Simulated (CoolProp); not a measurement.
Vapour-liquid equilibrium of propane (1) + R114 (2) at 30.65 °C; x and y are mole fractions of (1).

The numbers come from the multi-fluid Helmholtz-energy mixture model, Lemmon 2009 and Platzer 1990; pair parameters Bell 2016 in CoolProp. This equation is an older, rougher fit; its heat capacities, sound speeds and derivatives of the liquid may be far off and weren't checked against measurements.

```json
[
 {"x": "0.05", "bubble pressure, mixture model (bar)": "3.132", "bubble pressure, Raoult's law (bar)": "2.981", "y, mixture model": "0.207", "y, Raoult's law": "0.184"},
 {"x": "0.15", "bubble pressure, mixture model (bar)": "4.182", "bubble pressure, Raoult's law (bar)": "3.822", "y, mixture model": "0.446", "y, Raoult's law": "0.430"},
 {"x": "0.25", "bubble pressure, mixture model (bar)": "5.130", "bubble pressure, Raoult's law (bar)": "4.662", "y, mixture model": "0.583", "y, Raoult's law": "0.588"},
 {"x": "0.35", "bubble pressure, mixture model (bar)": "5.995", "bubble pressure, Raoult's law (bar)": "5.502", "y, mixture model": "0.675", "y, Raoult's law": "0.697"},
 {"x": "0.45", "bubble pressure, mixture model (bar)": "6.801", "bubble pressure, Raoult's law (bar)": "6.342", "y, mixture model": "0.744", "y, Raoult's law": "0.778"},
 {"x": "0.55", "bubble pressure, mixture model (bar)": "7.566", "bubble pressure, Raoult's law (bar)": "7.183", "y, mixture model": "0.800", "y, Raoult's law": "0.840"},
 {"x": "0.65", "bubble pressure, mixture model (bar)": "8.310", "bubble pressure, Raoult's law (bar)": "8.023", "y, mixture model": "0.848", "y, Raoult's law": "0.888"},
 {"x": "0.75", "bubble pressure, mixture model (bar)": "9.049", "bubble pressure, Raoult's law (bar)": "8.863", "y, mixture model": "0.892", "y, Raoult's law": "0.928"},
 {"x": "0.85", "bubble pressure, mixture model (bar)": "9.798", "bubble pressure, Raoult's law (bar)": "9.703", "y, mixture model": "0.935", "y, Raoult's law": "0.960"},
 {"x": "0.95", "bubble pressure, mixture model (bar)": "10.57", "bubble pressure, Raoult's law (bar)": "10.54", "y, mixture model": "0.978", "y, Raoult's law": "0.988"}
]
```

The largest gap from Raoult's law is +10.0 % in bubble pressure, at x = 0.25. No azeotrope shows between x = 0.05 and 0.95.

Pair parameters are fitted to limited data, so mixtures are less certain than the pure fluids.
